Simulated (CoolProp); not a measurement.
C3F8 (R218) along the isobar 8930 kPa: fugacity coefficient from the reference equation and from simpler models built on Tc = 71.9 °C, pc = 2640 kPa, ω = 0.317; each cubic takes its own stable root.

Model: reference Helmholtz-energy equation of state, Lemmon 2006, in CoolProp. It is a short technical equation, of lower accuracy than the large ones.

```
T (°C)   phase  reference  Redlich-Kwong  Soave-Redlich-Kwong
------  ------  ---------  -------------  -------------------
-88.85  liquid  0.0008633       0.003043            0.0008850
-83.65  liquid   0.001287       0.004213             0.001318
-78.35  liquid   0.001881       0.005733             0.001926
-73.05  liquid   0.002684       0.007638             0.002747
-67.85  liquid   0.003720       0.009931             0.003808
-62.55  liquid   0.005084        0.01275             0.005207
-57.25  liquid   0.006814        0.01611             0.006985
-51.95  liquid   0.008974        0.02005             0.009209
-46.75  liquid    0.01157        0.02452              0.01189
-41.45  liquid    0.01477        0.02974              0.01519
-36.15  liquid    0.01859        0.03564              0.01915
-30.85  liquid    0.02309        0.04227              0.02382
-25.65  liquid    0.02823        0.04949              0.02917
-20.35  liquid    0.03427        0.05758              0.03546
-15.05  liquid    0.04115        0.06643              0.04264
-9.75   liquid    0.04893        0.07604              0.05078
```
